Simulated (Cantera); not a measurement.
Input (Python, Cantera) and output of one run.

```python
import numpy as np
import cantera as ct

gas_names = """
    F F2 H HF H2 H2F2 H3F3 H4F4 H5F5 H6F6 H7F7 N NF NF2 NF3 NH NH2 NH3 N2 N2H2 N2H4 Si SiF SiF2 SiF3
    SiF4 SiH SiHF3 SiH2 SiH2F2 SiH3 SiH3F SiH4 SiN Si2 Si2N Si3
""".split()
cond_names = """
    Si(cr) Si(L) Si3N4(a)
""".split()


def load(file, names, dense=False):
    # The tables refer to 1 bar. Condensed volumes are neglected.
    table = {s.name: s for s in ct.Species.list_from_file(file)}
    out = []
    for n in names:
        d = dict(table[n].input_data)
        d["thermo"] = dict(d["thermo"], **{"reference-pressure": 1e5})
        if dense:
            d["equation-of-state"] = {"model": "constant-volume", "density": "1e6 g/cm^3"}
        out.append(ct.Species.from_dict(d))
    return out


gas = ct.Solution(thermo="ideal-gas", species=load("nasa_gas.yaml", gas_names))
cond = {s.name: ct.Solution(thermo="fixed-stoichiometry", species=[s], name=s.name)
        for s in load("nasa_condensed.yaml", cond_names, dense=True)}
atoms = {
    'SiF4': {'Si': 1, 'F': 4},
    'NH3': {'N': 1, 'H': 3},
    'H2': {'H': 2},
}
top_T = {'Si3N4(a)': 2400}  # K; cautious upper limits of use, not melting points


def equilibrate(T, P, feed):
    n = {}
    for name, mol in feed.items():
        for a, k in atoms[name].items():
            n[a] = n.get(a, 0.0) + k * mol
    gas.TPX = T, P, n
    mass = sum(n.values()) * gas.mean_molecular_weight
    gas.equilibrate("TP")
    valid = [c for c in cond.values() if c.min_temp <= T <= top_T.get(c.name, c.max_temp)]
    mix = ct.Mixture([(gas, mass / gas.mean_molecular_weight)] + [(c, 0.0) for c in valid])
    mix.T, mix.P = T, P
    mix.equilibrate("TP", solver="vcs", rtol=1e-11, max_steps=5000)
    return mix


results = []
feed = {'SiF4': 1, 'NH3': 2, 'H2': 1.4}  # mol
T = 1348.15  # K
P = 1333.22  # Pa
mix = equilibrate(T, P, feed)
results.append((T, P, feed, dict(zip(mix.species_names, mix.species_moles))))
print(gas.report(threshold=1e-05))
for i in range(1, mix.n_phases):
    print(f"{mix.phase(i).name:16s} {mix.phase_moles(i):12.5e} mol")
```

Result:

```
       temperature   1348.2 K
          pressure   1333.2 Pa
           density   0.0026129 kg/m^3
  mean mol. weight   21.968 kg/kmol
   phase of matter   gas

                          1 kg             1 kmol
                     ---------------   ---------------
          enthalpy       -9.4473e+06       -2.0754e+08  J
   internal energy       -9.9576e+06       -2.1875e+08  J
           entropy             12174        2.6744e+05  J/K
    Gibbs function        -2.586e+07       -5.6808e+08  J
 heat capacity c_p            1973.3             43350  J/K
 heat capacity c_v            1594.8             35035  J/K

                      mass frac. Y      mole frac. X     chem. pot. / RT
                     ---------------   ---------------   ---------------
                 H        7.6045e-07        1.6573e-05             -11.5
                HF         0.0066112         0.0072594           -57.036
                H2          0.062499           0.68104           -22.999
                N2           0.19873           0.15584           -31.867
              SiF2        0.00037924        0.00012607           -101.07
              SiF3          0.019172         0.0049502            -146.6
              SiF4           0.70461           0.14872           -192.14
             SiHF3         0.0079584         0.0020308            -158.1
            SiH2F2        4.0511e-05        1.3069e-05           -124.07
     [  +28 minor]         2.983e-07        3.3241e-07

Si(cr)            0.00000e+00 mol
Si3N4(a)          0.00000e+00 mol
```

Equilibrium computed with Cantera from the NASA thermochemical tables; the gas is ideal and each condensed phase is pure. The tables' values for SiF3, SiF2 are old estimates; treat these amounts as uncertain.
